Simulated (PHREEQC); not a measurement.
Make-up at 25 °C: 0.024 mol NaHSO4, 0.00098 mol NaOH and 0.011 mol NH4HSO4 per kg of water. Closed to the air; pH follows from the charge balance.

All values are PHREEQC results (ion-association model, phreeqc.dat), not measurements.

The pH comes out as 1.79 and the ionic strength is 0.0716 mol/kgw. The specific conductance is 10200 µS/cm, the density comes out as 1.000 g/cm³ and the total alkalinity is -34.0 meq/kg.

| species | molality | activity | log γ |
|---|---|---|---|
| Na+ | 0.0241 | 0.0194 | -0.095 |
| H+ | 0.0192 | 0.0161 | -0.076 |
| SO4-2 | 0.0183 | 0.00759 | -0.382 |
| HSO4- | 0.0148 | 0.0119 | -0.097 |
| NH4+ | 0.0100 | 0.00777 | -0.112 |
| NH4SO4- | 0.000949 | 0.000760 | -0.097 |
| NaSO4- | 0.000911 | 0.000737 | -0.093 |

No solid was allowed to form. Species that the database lacks are ignored.
